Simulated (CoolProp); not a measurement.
Vapour-liquid equilibrium of R134a (1) + isobutane (2) at 1.12 bar; x and y are mole fractions of (1).

The numbers come from the multi-fluid Helmholtz-energy mixture model, Tillner-Roth 1994 and Bücker 2006; pair parameters Bell 2016 in CoolProp.

```
x      bubble temperature (K)  y at the bubble point  dew temperature at overall composition x (K)  liquid density (mol/L)
-----  ----------------------  ---------------------  --------------------------------------------  ----------------------
0.05                    255.3                  0.314                                         262.7                   10.40
0.125                   248.8                  0.505                                         260.8                   10.65
0.2                     245.9                  0.584                                         258.7                   10.85
0.275                   244.6                  0.620                                         256.5                   11.03
0.35                    244.0                  0.637                                         254.2                   11.21
0.425                   243.8                  0.645                                         251.7                   11.39
0.5                     243.7                  0.649                                         249.0                   11.60
0.575                   243.7                  0.652                                         246.2                   11.82
0.65                    243.7                  0.656                                         243.7                   12.07
0.725                   243.7                  0.666                                         244.4                   12.35
0.8                     243.9                  0.689                                         245.7                   12.64
0.875                   244.6                  0.739                                         247.0                   12.95
0.95                    246.6                  0.850                                         248.4                   13.25
```

y crosses x between x = 0.65 and 0.725: the model has an azeotrope there.

Pair parameters are fitted to limited data, so mixtures are less certain than the pure fluids. With so large a gap from Raoult's law the liquid may split in two, which this calculation doesn't test in full.
